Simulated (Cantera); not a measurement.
What does this Cantera script print?

```python
import numpy as np
import cantera as ct

gas_names = """
    H H2 N NH NH2 NH3 N2 N2H2 N2H4 Si SiH SiH2 SiH3 SiH4 SiN Si2 Si2N Si3
""".split()
cond_names = """
    Si(cr) Si(L) Si3N4(a)
""".split()


def load(file, names, dense=False):
    # The tables refer to 1 bar. Condensed volumes are neglected.
    table = {s.name: s for s in ct.Species.list_from_file(file)}
    out = []
    for n in names:
        d = dict(table[n].input_data)
        d["thermo"] = dict(d["thermo"], **{"reference-pressure": 1e5})
        if dense:
            d["equation-of-state"] = {"model": "constant-volume", "density": "1e6 g/cm^3"}
        out.append(ct.Species.from_dict(d))
    return out


gas = ct.Solution(thermo="ideal-gas", species=load("nasa_gas.yaml", gas_names))
cond = {s.name: ct.Solution(thermo="fixed-stoichiometry", species=[s], name=s.name)
        for s in load("nasa_condensed.yaml", cond_names, dense=True)}
atoms = {
    'SiH4': {'Si': 1, 'H': 4},
    'NH3': {'N': 1, 'H': 3},
}
top_T = {'Si3N4(a)': 2400}  # K; cautious upper limits of use, not melting points


def equilibrate(T, P, feed):
    n = {}
    for name, mol in feed.items():
        for a, k in atoms[name].items():
            n[a] = n.get(a, 0.0) + k * mol
    gas.TPX = T, P, n
    mass = sum(n.values()) * gas.mean_molecular_weight
    gas.equilibrate("TP")
    valid = [c for c in cond.values() if c.min_temp <= T <= top_T.get(c.name, c.max_temp)]
    mix = ct.Mixture([(gas, mass / gas.mean_molecular_weight)] + [(c, 0.0) for c in valid])
    mix.T, mix.P = T, P
    mix.equilibrate("TP", solver="vcs", rtol=1e-11, max_steps=5000)
    return mix


results = []
feed = {'SiH4': 1, 'NH3': 2.5}  # mol
P = 13332.2  # Pa
for T in [923, 1023, 1123, 1223, 1323, 1423, 1523, 1623, 1723, 1823, 1923, 2023, 2123]:
    mix = equilibrate(T, P, feed)
    results.append((T, P, feed, dict(zip(mix.species_names, mix.species_moles))))

top = {s: max(r[3][s] / sum(r[3][g] for g in gas_names) for r in results) for s in gas_names}
cols = sorted((s for s in top if top[s] > 0.0001), key=lambda s: -top[s])[:5]
seen = [c for c in cond_names if any(r[3].get(c, 0) > 1e-12 for r in results)]
print("log10 of partial pressures in bar; condensed amounts in mol")
print(f"{'T/K':>10s}" + "".join(f"{s[:9]:>10s}" for s in cols + seen))
for T, P, feed, n in results:
    ng = sum(n[g] for g in gas_names)
    print(f"{T:10.4g}" + "".join(f"{np.log10(max(n[s] / ng * P / 1e5, 1e-99)):10.3f}" for s in cols)
          + "".join(f"{n.get(c, 0):10.4g}" for c in seen))
```

Output:

```
log10 of partial pressures in bar; condensed amounts in mol
       T/K        H2        N2         H        Si       SiH     Si(L)  Si3N4(a)
       923    -0.917    -1.911   -10.070   -24.705   -22.989         0    0.3333
      1023    -0.917    -1.911    -8.842   -20.851   -19.557         0    0.3333
      1123    -0.917    -1.911    -7.829   -17.687   -16.741         0    0.3333
      1223    -0.917    -1.911    -6.980   -15.046   -14.391         0    0.3333
      1323    -0.917    -1.911    -6.258   -12.808   -12.401         0    0.3333
      1423    -0.917    -1.911    -5.636   -10.888   -10.695         0    0.3333
      1523    -0.917    -1.911    -5.095    -9.224    -9.217         0    0.3333
      1623    -0.917    -1.911    -4.619    -7.768    -7.924         0    0.3333
      1723    -0.917    -1.911    -4.198    -6.484    -6.785         0    0.3333
      1823    -0.919    -1.894    -3.823    -5.355    -5.785   0.03737    0.3207
      1923    -0.962    -1.624    -3.507    -4.770    -5.338    0.9983         0
      2023    -0.963    -1.625    -3.203    -4.245    -4.918    0.9952         0
      2123    -0.966    -1.626    -2.928    -3.770    -4.539    0.9871         0
```

Method: chemical equilibrium by Gibbs-energy minimisation in Cantera with the NASA 1993 tables (ideal gas, pure condensed phases). Mutual solubility and eutectic melting of coexisting phases are not modelled. The tables' values for SiN are old estimates; treat these amounts as uncertain. Gases not in the tables: Si2H6 and higher silanes.
